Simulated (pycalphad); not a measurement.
Source of the numbers: pycalphad with the COST 507 light-alloy database (1999); pressure 1 atm. The data set is of 1999 and partly superseded. Amounts are mole fractions of atoms.

Question: Give the equilibrium state of Si-63.2Sn (at.%) at 1230 K.

Answer: LIQUID, fraction 0.647, with 97.7 Sn at.%; DIAMOND_A4, fraction 0.353, with <0.01 Sn at.%.

DIAMOND_A4 is diamond (Si).
